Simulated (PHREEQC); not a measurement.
0.085 g of hydrous ferric oxide (600 m²/g; 0.2 weak and 0.005 strong sites per Fe, Dzombak-Morel constants, diffuse double layer) in 1 kg of water with 0.005 mol/kgw of an inert sodium salt, at 25 °C; the pH is set by adding NaOH or the inert anion's acid. Oxygen alone is held at its pressure in air (log pO2 = -0.68). CO2 from the air is kept out. No solid was allowed to form.

Base run: PHREEQC, ion-association model, wateq4f.dat. Each further column changes one thing. The table gives surface charge σ (C/m²).

```csv
pH,base,background salt from 0.005 to 0.0005 mol/kgw,oxide from 0.085 to 0.43 g/kgw,0.00055 mol/kgw Na2SO4 added
4,0.183,0.097,0.184,0.025
5,0.090,0.038,0.091,0.023
5.5,0.060,0.023,0.060,0.020
6,0.038,0.014,0.038,0.017
7,0.013,0.004,0.013,0.010
8,0.001,0.000,0.001,0.001
8.5,-0.004,-0.001,-0.004,-0.004
9,-0.009,-0.003,-0.009,-0.011
10,-0.030,-0.012,-0.031,-0.034
```
